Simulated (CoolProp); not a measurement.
Octamethyltrisiloxane (MDM) at several states: fugacity coefficient from the reference equation and from simpler models built on Tc = 292.2 °C, pc = 1.438 MPa, ω = 0.528; each cubic takes its own stable root.

Values from CoolProp's reference Helmholtz-energy equation of state, Thol 2017.

| T (°C) | p (MPa) | phase | reference |
|---|---|---|---|
| -48.75 | 0.155 | liquid | 3.256e-6 |
| 226.05 | 0.0108 | gas | 0.9960 |
| 145.45 | 0.0458 | gas | 0.9669 |
| 51.05 | 0.259 | liquid | 0.009144 |
| -0.55 | 1.36 | liquid | 6.662e-5 |

**Question.** How far does each simpler model (Redlich-Kwong, Soave-Redlich-Kwong, Peng-Robinson) lie from the reference over these 5 states: mean and median of the absolute difference, and the worst?

**Answer.** 
- Redlich-Kwong: mean 3410.3 %, median 669.0 %, worst +13886.5 % at -48.75 °C and 0.155 MPa
- Soave-Redlich-Kwong: mean 14.1 %, median 3.2 %, worst +49.4 % at -48.75 °C and 0.155 MPa
- Peng-Robinson: mean 31.2 %, median 10.9 %, worst +108.3 % at -48.75 °C and 0.155 MPa
